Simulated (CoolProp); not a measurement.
Methanol along the isotherm 132.35 °C: density (kg/m³) from the reference equation and from simpler models built on Tc = 240.2 °C, pc = 8216 kPa, ω = 0.565; each cubic takes its own stable root.

Model: reference Helmholtz-energy equation of state, de Reuck 1993, in CoolProp.

```json
[
 {"p (kPa)": "948", "phase": "liquid", "reference": "671.5", "van der Waals": "9.620", "Soave-Redlich-Kwong": "503.5", "Peng-Robinson": "570.6"},
 {"p (kPa)": "1900", "phase": "liquid", "reference": "673.6", "van der Waals": "20.92", "Soave-Redlich-Kwong": "505.0", "Peng-Robinson": "572.0"},
 {"p (kPa)": "2840", "phase": "liquid", "reference": "675.6", "van der Waals": "34.87", "Soave-Redlich-Kwong": "506.3", "Peng-Robinson": "573.4"},
 {"p (kPa)": "3790", "phase": "liquid", "reference": "677.6", "van der Waals": "324.5", "Soave-Redlich-Kwong": "507.7", "Peng-Robinson": "574.7"},
 {"p (kPa)": "4740", "phase": "liquid", "reference": "679.5", "van der Waals": "327.5", "Soave-Redlich-Kwong": "509.0", "Peng-Robinson": "576.0"},
 {"p (kPa)": "5690", "phase": "liquid", "reference": "681.4", "van der Waals": "330.2", "Soave-Redlich-Kwong": "510.3", "Peng-Robinson": "577.3"},
 {"p (kPa)": "6640", "phase": "liquid", "reference": "683.2", "van der Waals": "332.7", "Soave-Redlich-Kwong": "511.6", "Peng-Robinson": "578.5"},
 {"p (kPa)": "7580", "phase": "liquid", "reference": "685.0", "van der Waals": "335.1", "Soave-Redlich-Kwong": "512.8", "Peng-Robinson": "579.8"},
 {"p (kPa)": "8530", "phase": "liquid", "reference": "686.7", "van der Waals": "337.3", "Soave-Redlich-Kwong": "514.0", "Peng-Robinson": "581.0"},
 {"p (kPa)": "9480", "phase": "liquid", "reference": "688.4", "van der Waals": "339.5", "Soave-Redlich-Kwong": "515.2", "Peng-Robinson": "582.2"},
 {"p (kPa)": "10400", "phase": "liquid", "reference": "690.0", "van der Waals": "341.4", "Soave-Redlich-Kwong": "516.3", "Peng-Robinson": "583.3"},
 {"p (kPa)": "11400", "phase": "liquid", "reference": "691.7", "van der Waals": "343.4", "Soave-Redlich-Kwong": "517.5", "Peng-Robinson": "584.5"},
 {"p (kPa)": "12300", "phase": "liquid", "reference": "693.2", "van der Waals": "345.1", "Soave-Redlich-Kwong": "518.6", "Peng-Robinson": "585.6"}
]
```

At some of these states van der Waals gives the other phase, because its saturation line lies elsewhere.
